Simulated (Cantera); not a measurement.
Silicon oxide and oxynitride deposition: SiCl₄ + NO + N₂

Charge: 1 mol SiCl₄, a varied amount of NO, 39 mol N₂, held at 1673 K and 1.00 bar.

Cantera equilibrium calculation (NASA polynomials, part measured and part estimated; ideal gas, pure solids and liquids). Candidate condensed phases: Si, SiO₂, Si₂N₂O, Si₃N₄; 23 gas species. The tables' values for SiCl₃ are old estimates; treat these amounts as uncertain. The tables hold silica as quartz up to 1696 K and as liquid above; real silica turns to tridymite and cristobalite and melts near 1996 K. Rates play no part.

From 0.21 mol NO to 6.3 mol NO the condensed part is SiO₂(β-quartz). The main Si-bearing gas is SiCl₄ throughout.

```json
[
 {"n(NO) (mol)": "0.21", "log p N₂": "-0.01", "log p O₂": "-9.12", "log p Cl₂": "-2.75", "log p Cl": "-2.15", "log p SiCl₄": "-1.66", "log p NO": "-6.76", "n SiO₂(β-quartz)": "0.105"},
 {"n(NO) (mol)": "0.29", "log p N₂": "-0.01", "log p O₂": "-8.70", "log p Cl₂": "-2.55", "log p Cl": "-2.05", "log p SiCl₄": "-1.68", "log p NO": "-6.55", "n SiO₂(β-quartz)": "0.145"},
 {"n(NO) (mol)": "0.41", "log p N₂": "-0.02", "log p O₂": "-8.25", "log p Cl₂": "-2.34", "log p Cl": "-1.95", "log p SiCl₄": "-1.71", "log p NO": "-6.32", "n SiO₂(β-quartz)": "0.205"},
 {"n(NO) (mol)": "0.58", "log p N₂": "-0.02", "log p O₂": "-7.80", "log p Cl₂": "-2.14", "log p Cl": "-1.85", "log p SiCl₄": "-1.76", "log p NO": "-6.10", "n SiO₂(β-quartz)": "0.290"},
 {"n(NO) (mol)": "0.81", "log p N₂": "-0.02", "log p O₂": "-7.35", "log p Cl₂": "-1.96", "log p Cl": "-1.76", "log p SiCl₄": "-1.84", "log p NO": "-5.88", "n SiO₂(β-quartz)": "0.405"},
 {"n(NO) (mol)": "1.1", "log p N₂": "-0.02", "log p O₂": "-6.90", "log p Cl₂": "-1.80", "log p Cl": "-1.68", "log p SiCl₄": "-1.97", "log p NO": "-5.65", "n SiO₂(β-quartz)": "0.550"},
 {"n(NO) (mol)": "1.6", "log p N₂": "-0.02", "log p O₂": "-6.16", "log p Cl₂": "-1.60", "log p Cl": "-1.58", "log p SiCl₄": "-2.32", "log p NO": "-5.28", "n SiO₂(β-quartz)": "0.800"},
 {"n(NO) (mol)": "2.3", "log p N₂": "-0.03", "log p O₂": "-2.48", "log p Cl₂": "-1.50", "log p Cl": "-1.53", "log p SiCl₄": "-5.79", "log p NO": "-3.45", "n SiO₂(β-quartz)": "1.000"},
 {"n(NO) (mol)": "3.2", "log p N₂": "-0.03", "log p O₂": "-1.88", "log p Cl₂": "-1.51", "log p Cl": "-1.53", "log p SiCl₄": "-6.41", "log p NO": "-3.15", "n SiO₂(β-quartz)": "1.000"},
 {"n(NO) (mol)": "4.5", "log p N₂": "-0.04", "log p O₂": "-1.57", "log p Cl₂": "-1.52", "log p Cl": "-1.54", "log p SiCl₄": "-6.75", "log p NO": "-3.00", "n SiO₂(β-quartz)": "1.000"},
 {"n(NO) (mol)": "6.3", "log p N₂": "-0.05", "log p O₂": "-1.35", "log p Cl₂": "-1.55", "log p Cl": "-1.55", "log p SiCl₄": "-7.02", "log p NO": "-2.89", "n SiO₂(β-quartz)": "1.000"}
]
```
log p: log10 of the partial pressure in bar; n: condensed amount in mol.
